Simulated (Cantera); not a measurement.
## Silicon epitaxy and polysilicon growth: Si2Cl6 + N2

Charge: 1 mol Si2Cl6, 25 mol N2, held at 1.00 bar.

Cantera equilibrium calculation (NASA polynomials, part measured and part estimated; ideal gas, pure solids and liquids). Candidate condensed phases: Si, Si3N4; 13 gas species. The feed counts by its element totals alone. N2 is the only nitrogen source here; it is nearly inert below about 1500 K, so the nitride shown seldom forms there in practice. The tables' values for SiCl3 are old estimates; treat these amounts as uncertain. Kinetics and transport are ignored.

From 552 °C to 1152 °C the condensed part is Si3N4(s). The main Si-bearing gas is SiCl4 throughout.

```tsv
T (°C)	x N2	x SiCl4	x SiCl3	x SiCl2	x Cl	x Cl2	n Si3N4(s)
552	0.943	0.0573	1.52e-7	3.57e-11	4.25e-12	<1e-12	0.167
652	0.943	0.0573	2.12e-6	3.10e-9	1.51e-10	1.71e-12	0.167
752	0.943	0.0573	1.75e-5	1.11e-7	2.69e-9	2.31e-11	0.167
852	0.943	0.0572	9.86e-5	2.09e-6	2.88e-8	1.97e-10	0.166
952	0.943	0.0570	0.000416	2.40e-5	2.10e-7	1.18e-9	0.166
1052	0.942	0.0561	0.00139	0.000188	1.13e-6	5.38e-9	0.163
1152	0.941	0.0538	0.00384	0.00108	4.80e-6	1.95e-8	0.154
```
x: gas mole fraction; n: condensed amount in mol.
